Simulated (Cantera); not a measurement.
# Stirred combustor or abatement burner

A perfectly stirred reactor is fed with CH4 : O2 : N2 = 1 : 0.98 : 5.37 (molar parts), at 9.67 atm; it is adiabatic with a 500 K inlet, and is followed from long to short residence time, starting on the burning branch (τ in s: 0.034, 0.021, 0.012, 0.0075, 0.0045, 0.0027, 0.0016, 0.00099, 0.0006, 0.00036, 0.00022, 0.00013, 7.9e-05).

Detailed kinetics in Cantera: GRI-Mech 3.0 (53 species, 325 reactions).

```tsv
τ (s)	T (K)	x CH4	x O2	x CO	x C2H	x CO2	x NO
0.034	1622	0.0293	0.00289	0.0508	4.83e-9	0.0309	8.34e-9
0.021	1616	0.0312	0.00419	0.0513	4.80e-9	0.0297	9.34e-9
0.012	1600	0.0336	0.00653	0.0523	4.21e-9	0.0278	9.85e-9
0.0075	1575	0.0363	0.00981	0.0531	3.13e-9	0.0256	9.48e-9
0.0045	1510	0.0424	0.0181	0.0516	1.14e-9	0.0221	7.28e-9
0.0027	500	0.136	0.133	<1e-12	<1e-12	<1e-12	<1e-12
0.0016	500	0.136	0.133	<1e-12	<1e-12	<1e-12	<1e-12
0.00099	500	0.136	0.133	<1e-12	<1e-12	<1e-12	<1e-12
0.00060	500	0.136	0.133	<1e-12	<1e-12	<1e-12	<1e-12
0.00036	500	0.136	0.133	<1e-12	<1e-12	<1e-12	<1e-12
0.00022	500	0.136	0.133	<1e-12	<1e-12	<1e-12	<1e-12
0.00013	500	0.136	0.133	<1e-12	<1e-12	<1e-12	<1e-12
7.9e-5	500	0.136	0.133	<1e-12	<1e-12	<1e-12	<1e-12
```
x: mole fraction; the columns are a selection and need not sum to one.
